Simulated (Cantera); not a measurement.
An adiabatic, constant-pressure homogeneous reactor starts with 9.74 % CH3OH, 19.0 % O2, 71.3 % N2, at 1425 K and 5.00 bar.

Cantera simulation using GRI-Mech 3.0 (53 species, 325 reactions); the numbers are that mechanism's predictions, not measurements. GRI-Mech 3.0 was tuned for natural gas; its chemistry of methanol as a main component is partial and can be far from experiment.

Q: Predict: time of steepest temperature rise; temperature at 0.100 s; equilibrium temperature; x(O2) at 0.100 s; x(H2O) at 0.100 s; x(H2O2) at 0.100 s.

A: 
| Property | Value |
|---|---|
| time of steepest temperature rise | 0.127 ms |
| temperature at 0.100 s | 2688 K |
| equilibrium temperature | 2688 K |
| x(O2) at 0.100 s | 0.0405 (gas-phase equilibrium 0.0405) |
| x(H2O) at 0.100 s | 0.169 (gas-phase equilibrium 0.169) |
| x(H2O2) at 0.100 s | 7.81e-7 (gas-phase equilibrium 7.81e-7) |
